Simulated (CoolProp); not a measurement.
Vapour-liquid equilibrium of propane (1) + n-butane (2) at 0.138 bar; x and y are mole fractions of (1).

The numbers come from the multi-fluid Helmholtz-energy mixture model, Lemmon 2009 and Bücker 2006; pair parameters Kunz 2012 in CoolProp.

```json
[
 {"x": "0.05", "bubble temperature (K)": "225.0", "y at the bubble point": "___", "dew temperature at overall composition x (K)": "228.8", "liquid density (mol/L)": "11.27"},
 {"x": "0.125", "bubble temperature (K)": "219.5", "y at the bubble point": "0.520", "dew temperature at overall composition x (K)": "227.6", "liquid density (mol/L)": "11.52"},
 {"x": "0.2", "bubble temperature (K)": "215.0", "y at the bubble point": "0.669", "dew temperature at overall composition x (K)": "226.3", "liquid density (mol/L)": "11.74"},
 {"x": "0.275", "bubble temperature (K)": "211.4", "y at the bubble point": "0.765", "dew temperature at overall composition x (K)": "224.9", "liquid density (mol/L)": "11.96"},
 {"x": "0.35", "bubble temperature (K)": "208.4", "y at the bubble point": "0.829", "dew temperature at overall composition x (K)": "223.4", "liquid density (mol/L)": "12.18"},
 {"x": "0.425", "bubble temperature (K)": "205.8", "y at the bubble point": "0.874", "dew temperature at overall composition x (K)": "221.8", "liquid density (mol/L)": "12.39"},
 {"x": "0.5", "bubble temperature (K)": "203.6", "y at the bubble point": "0.907", "dew temperature at overall composition x (K)": "220.0", "liquid density (mol/L)": "12.61"},
 {"x": "0.575", "bubble temperature (K)": "201.7", "y at the bubble point": "0.931", "dew temperature at overall composition x (K)": "217.9", "liquid density (mol/L)": "12.82"},
 {"x": "0.65", "bubble temperature (K)": "200.0", "y at the bubble point": "0.950", "dew temperature at overall composition x (K)": "215.7", "liquid density (mol/L)": "13.04"},
 {"x": "0.725", "bubble temperature (K)": "198.5", "y at the bubble point": "0.965", "dew temperature at overall composition x (K)": "213.0", "liquid density (mol/L)": "___"},
 {"x": "0.8", "bubble temperature (K)": "197.1", "y at the bubble point": "0.977", "dew temperature at overall composition x (K)": "209.8", "liquid density (mol/L)": "13.48"},
 {"x": "0.875", "bubble temperature (K)": "___", "y at the bubble point": "0.987", "dew temperature at overall composition x (K)": "205.8", "liquid density (mol/L)": "___"},
 {"x": "0.95", "bubble temperature (K)": "194.7", "y at the bubble point": "0.995", "dew temperature at overall composition x (K)": "200.0", "liquid density (mol/L)": "13.94"}
]
```

Q: What belongs in the gaps?

A: 
- 0.05, y at the bubble point: 0.269
- 0.725, liquid density (mol/L): 13.26
- 0.875, bubble temperature (K): 195.9
- 0.875, liquid density (mol/L): 13.71

No azeotrope shows between x = 0.05 and 0.95.

The pair parameters rest on a limited set of measurements; away from them the model extrapolates.
